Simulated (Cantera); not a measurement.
# Thermodynamics of thermal oxidation and active oxidation of silicon, feed Si + N₂O + N₂

Feed: 1 mol Si, 0.19 mol N₂O, 30 mol N₂, equilibrated at 998.15 K and 13.3 mbar.

These are equilibrium values from Cantera (NASA tables, ideal gas, pure condensed phases), not measurements of a reactor. Candidate condensed phases: Si, SiO₂, Si₂N₂O, Si₃N₄; 16 gas species. Kinetics and transport are ignored.

| Item | Value |
|---|---|
| x(N₂) | 1.00 |
| n(Si₂N₂O(s)) | 0.190 mol |
| n(Si₃N₄(s)) | 0.207 mol |
| gas amount | 29.59 mol |
| log10 activity of Si(s) (absent) | -5.97 |
